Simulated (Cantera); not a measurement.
# Pb + O₂ + H₂ (iron carbonyl, mercury and lead vapours)

Charge: 1 mol Pb, 0.047 mol O₂, 21 mol H₂, at 11.0 mbar.

Method: chemical equilibrium by Gibbs-energy minimisation in Cantera with the NASA 1993 tables (ideal gas, pure condensed phases). Candidate condensed phases: H₂O, Pb, PbO, PbO₂, Pb₃O₄; 12 gas species. The numbers say what is thermodynamically allowed, not how fast it happens.

From 427 °C to 877 °C the condensed part is Pb(l). From 952 °C to 1027 °C nothing is condensed. The main Pb-bearing gas is Pb throughout.

```tsv
T (°C)	x H₂	x Pb	x H₂O	x H	x Pb₂	x PbO	n Pb(l)
427	0.996	1.01e-7	0.00448	<1e-12	<1e-12	<1e-12	1.000
502	0.996	2.26e-6	0.00448	9.43e-12	<1e-12	<1e-12	1.000
577	0.995	2.89e-5	0.00448	1.95e-10	6.39e-12	<1e-12	0.999
652	0.995	0.000243	0.00448	2.48e-9	2.27e-10	<1e-12	0.995
727	0.994	0.00147	0.00447	2.16e-8	4.64e-9	1.83e-11	0.969
802	0.989	0.00690	0.00445	1.39e-7	6.15e-8	2.40e-10	0.854
877	0.969	0.0263	0.00436	7.00e-7	5.76e-7	2.24e-9	0.432
952	0.950	0.0455	0.00427	2.90e-6	1.16e-6	8.48e-9	0
1027	0.950	0.0455	0.00427	1.03e-5	8.24e-7	1.70e-8	0
```
x: gas mole fraction; n: condensed amount in mol.
